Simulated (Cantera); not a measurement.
What does this Cantera script print?

```python
import numpy as np
import cantera as ct

gas = ct.Solution("gri30.yaml")
gas.TPX = 475, 500000, {'C3H8': 1, 'O2': 5.62, 'N2': 21.1}
inlet = ct.Reservoir(gas, clone=True)
gas.equilibrate("HP")  # start burning
reactor = ct.IdealGasConstPressureReactor(gas, energy="on", clone=False)
exhaust = ct.Reservoir(gas, clone=True)
tau = [0.25, 0.098, 0.039, 0.015, 0.006, 0.0024, 0.00094, 0.00037, 0.00015, 5.8e-05][0]
for a, b in ((inlet, reactor), (reactor, exhaust)):
    ct.MassFlowController(a, b, mdot=lambda t: reactor.mass / tau)
net = ct.ReactorNet([reactor])
show = ['C3H8', 'O2', 'HCN', 'H2', 'HCO', 'CH4']

rows = []
print(f"{'tau/s':>10s}{'T/K':>9s}" + "".join(f"{s:>11s}" for s in show))
for tau in [0.25, 0.098, 0.039, 0.015, 0.006, 0.0024, 0.00094, 0.00037, 0.00015, 5.8e-05]:
    net.initial_time = 0.0
    net.advance(30 * tau)
    before = gas.X
    net.advance(40 * tau)
    drift = np.max(np.abs(gas.X - before) / (gas.X + 1e-9))
    rows.append([gas.T, *gas[show].X, drift])
    print(f"{tau:10.3e}{gas.T:9.1f}" + "".join(f"{x:11.3e}" for x in gas[show].X))
```

It prints:

```
     tau/s      T/K       C3H8         O2        HCN         H2        HCO        CH4
 2.500e-01   2294.8  1.973e-08  2.091e-02  5.613e-08  8.699e-04  1.947e-09  2.798e-08
 9.800e-02   2295.5  4.967e-08  2.133e-02  1.127e-07  8.876e-04  4.330e-09  6.865e-08
 3.900e-02   2295.2  1.223e-07  2.188e-02  1.923e-07  9.305e-04  1.034e-08  1.608e-07
 1.500e-02   2291.8  3.071e-07  2.252e-02  2.877e-07  1.037e-03  2.663e-08  3.658e-07
 6.000e-03   2282.3  7.243e-07  2.328e-02  3.788e-07  1.261e-03  6.744e-08  7.279e-07
 2.400e-03   2263.0  1.640e-06  2.438e-02  4.621e-07  1.689e-03  1.739e-07  1.289e-06
 9.400e-04   2230.1  3.607e-06  2.607e-02  5.477e-07  2.409e-03  4.652e-07  2.175e-06
 3.700e-04   2182.8  7.653e-06  2.845e-02  6.736e-07  3.426e-03  1.244e-06  3.878e-06
 1.500e-04   2122.1  1.594e-05  3.159e-02  8.926e-07  4.653e-03  3.205e-06  7.957e-06
 5.800e-05   2038.9  3.723e-05  3.645e-02  1.316e-06  6.105e-03  8.579e-06  2.191e-05
```

Model: GRI-Mech 3.0 (53 species, 325 reactions), integrated in Cantera. GRI-Mech 3.0 was tuned for natural gas; its chemistry of propane as a main component is partial and can be far from experiment.
